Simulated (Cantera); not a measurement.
Input (Python, Cantera) and output of one run.

```python
import numpy as np
import cantera as ct

gas_names = """
    H HNO HNO2 HNO3 HO2 H2 H2O H2O2 N NH NH2 NH3 NH2OH NO NO2 NO3 N2 N2H2 N2H4 N2O O OH O2 O3 Si SiH
    SiH2 SiH3 SiH4 SiN SiO SiO2 Si2 Si2N Si3
""".split()
cond_names = """
    H2O(s) H2O(L) Si(cr) Si(L) SiO2(Lqz) SiO2(hqz) SiO2(L) Si2N2O(s) Si3N4(a)
""".split()


# ... load() reads the species with a 1 bar reference pressure and builds the phases ...
atoms = {
    'Si3N4': {'Si': 3, 'N': 4},
    'O2': {'O': 2},
    'H2': {'H': 2},
}
top_T = {'Si2N2O(s)': 2100, 'Si3N4(a)': 2400}  # K; cautious upper limits of use, not melting points


# ... equilibrate(T, P, feed) seeds the gas with the atoms and calls Mixture.equilibrate('TP', solver="vcs", rtol=1e-11, max_steps=5000) ...
results = []
T = 1923.15  # K
P = 51000  # Pa
for m in [1.4, 2.9, 5.9, 12, 25, 51, 100, 210, 440]:
    feed = {'Si3N4': 1, 'O2': 0.47, 'H2': m}  # mol
    mix = equilibrate(T, P, feed)
    results.append((T, P, feed, dict(zip(mix.species_names, mix.species_moles))))

top = {s: max(r[3][s] / sum(r[3][g] for g in gas_names) for r in results) for s in gas_names}
cols = sorted((s for s in top if top[s] > 0.0001), key=lambda s: -top[s])[:8]
seen = [c for c in cond_names if any(r[3].get(c, 0) > 1e-12 for r in results)]
print("log10 of partial pressures in bar; condensed amounts in mol")
print(f"{'n(H2)':>10s}" + "".join(f"{s[:9]:>10s}" for s in cols + seen))
for T, P, feed, n in results:
    ng = sum(n[g] for g in gas_names)
    print(f"{feed['H2']:10.4g}" + "".join(f"{np.log10(max(n[s] / ng * P / 1e5, 1e-99)):10.3f}" for s in cols)
          + "".join(f"{n.get(c, 0):10.4g}" for c in seen))
```

It prints:

```
log10 of partial pressures in bar; condensed amounts in mol
     n(H2)        H2        N2       SiO         H     Si(L) Si2N2O(s)  Si3N4(a)
       1.4    -0.383    -1.030    -2.767    -3.217         0    0.9342    0.3752
       2.9    -0.347    -1.240    -2.697    -3.199   0.07897     0.927    0.3512
       5.9    -0.347    -1.240    -2.697    -3.199    0.6469    0.9136    0.1662
        12    -0.334    -1.361    -2.576    -3.193     1.187    0.8713         0
        25    -0.319    -1.602    -2.334    -3.185     1.358    0.6988         0
        51    -0.314    -1.771    -2.166    -3.182     1.831    0.2227         0
       100    -0.306    -2.004    -2.332    -3.178     2.048         0         0
       210    -0.299    -2.320    -2.648    -3.175     2.034         0         0
       440    -0.296    -2.638    -2.966    -3.173     2.006         0         0
```

Method: chemical equilibrium by Gibbs-energy minimisation in Cantera with the NASA 1993 tables (ideal gas, pure condensed phases). Mutual solubility and eutectic melting of coexisting phases are not modelled. Gases not in the tables: Si2H6 and higher silanes.
